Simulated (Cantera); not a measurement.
A diamond (100) surface in a fixed gas of H2 with x(CH4) = 0.0021, x(H) = 0.00084, x(CH3) = 2.8e-05, at 1098 K; coverages are run to steady state.

Computed with Cantera and the Harris–Goodwin 1993 mechanism for the reconstructed diamond (100) surface.

θ: site fractions in the mechanism's names (c6HH fully hydrogenated, c6H* and c6*H radical sites, c6** diradical, c6HM methylated).

| P (Pa) | growth (µm/h) | θ c6HH | θ c6H* | θ c6*H | θ c6** | θ c6HM |
|---|---|---|---|---|---|---|
| 330 | ? | 0.526 | 0.0271 | 0.432 | 0.0149 | 0.000343 |
| 560 | ? | 0.525 | 0.0271 | 0.431 | 0.0149 | 0.000571 |
| 950 | ? | 0.525 | 0.0271 | 0.431 | 0.0149 | 0.000937 |
| 1600 | ? | 0.525 | 0.0271 | 0.431 | 0.0149 | 0.00149 |
| 2700 | ? | 0.524 | 0.0270 | 0.430 | 0.0149 | 0.00231 |
| 4600 | ? | 0.523 | 0.0270 | 0.430 | 0.0149 | 0.00343 |
| 7700 | ? | 0.522 | 0.0269 | 0.429 | 0.0148 | 0.00477 |
| 13000 | ? | 0.521 | 0.0269 | 0.428 | 0.0148 | 0.00623 |

Q: Fill in the missing entries.

A: 
- 330, growth (µm/h): 0.00441
- 560, growth (µm/h): 0.00968
- 950, growth (µm/h): 0.0224
- 1600, growth (µm/h): 0.0528
- 2700, growth (µm/h): 0.127
- 4600, growth (µm/h): 0.304
- 7700, growth (µm/h): 0.684
- 13000, growth (µm/h): 1.48
